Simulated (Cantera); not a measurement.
Input: 1 mol Na₂CO₃, 2 mol H₂S, 0.088 mol H₂O.

These are equilibrium values from Cantera (NASA tables, ideal gas, pure condensed phases), not measurements of a reactor. Candidate condensed phases: C, C₆H₆, C₇H₈, C₈H₁₈, H₂O, H₂SO₄, Na, NaOH, NaO₂, Na₂CO₃, Na₂O, Na₂O₂, Na₂S, Na₂SO₄, S; 131 gas species. Mutual solubility and eutectic melting of coexisting phases are not modelled. Equilibrium is a limit: real reactors are often held back by kinetics, nucleation or transport.

Stable condensed phases, one row left out:

```
T in K \ P in Pa
            1000    3000    8800   26000   77000  230000  680000 2000000
   1500        A       A       A       A       A       A       A       A
   1450        A       A       A       A       A       A       A       A
   1400        A       A       A       A       A       A       A       A
   1350        A       A       A       A       A       A       A       A
   1300        A       A       A       A       A       A       A       A
   1200        A       A       A       A       A       A       A       B
   1150        A       A       A       A       A       A       B       C
   1100        A       A       A       A       A       A       B       C
```

A: Na₂S; B: Na₂S + Na₂SO₄; C: Na₂CO₃ + Na₂S + Na₂SO₄.

Give the row for 1250 K.

1000: Na₂S; 3000: Na₂S; 8800: Na₂S; 26000: Na₂S; 77000: Na₂S; 230000: Na₂S; 680000: Na₂S; 2000000: Na₂S + Na₂SO₄.
